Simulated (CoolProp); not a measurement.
1,2-dichloroethane at several states: density (kg/m³) from the reference equation and from simpler models built on Tc = 561.6 K, pc = 5.226 MPa, ω = 0.269; each cubic takes its own stable root.

Computed with CoolProp (reference Helmholtz-energy equation of state, Thol 2015).

```json
[
 {"T (K)": "258.9", "p (MPa)": "1.85", "phase": "liquid", "reference": "1302", "van der Waals": "744.7", "Redlich-Kwong": "1105", "Soave-Redlich-Kwong": "1125", "Peng-Robinson": "1264"},
 {"T (K)": "293.9", "p (MPa)": "0.0606", "phase": "liquid", "reference": "1252", "van der Waals": "(withheld)", "Redlich-Kwong": "(withheld)", "Soave-Redlich-Kwong": "(withheld)", "Peng-Robinson": "1225"},
 {"T (K)": "338.4", "p (MPa)": "0.0317", "phase": "gas", "reference": "1.127", "van der Waals": "1.121", "Redlich-Kwong": "1.124", "Soave-Redlich-Kwong": "1.126", "Peng-Robinson": "1.126"},
 {"T (K)": "369.1", "p (MPa)": "0.14", "phase": "gas", "reference": "4.688", "van der Waals": "4.614", "Redlich-Kwong": "4.654", "Soave-Redlich-Kwong": "4.672", "Peng-Robinson": "4.678"},
 {"T (K)": "297.6", "p (MPa)": "0.153", "phase": "liquid", "reference": "1246", "van der Waals": "6.364", "Redlich-Kwong": "1058", "Soave-Redlich-Kwong": "1085", "Peng-Robinson": "(withheld)"},
 {"T (K)": "454.6", "p (MPa)": "0.11", "phase": "gas", "reference": "2.923", "van der Waals": "2.910", "Redlich-Kwong": "2.918", "Soave-Redlich-Kwong": "2.921", "Peng-Robinson": "2.924"}
]
```

What belongs in the gaps?


- 293.9, van der Waals: 2.492
- 293.9, Redlich-Kwong: 1062
- 293.9, Soave-Redlich-Kwong: 1089
- 297.6, Peng-Robinson: 1221

At some of these states van der Waals gives the other phase, because its saturation line lies elsewhere.
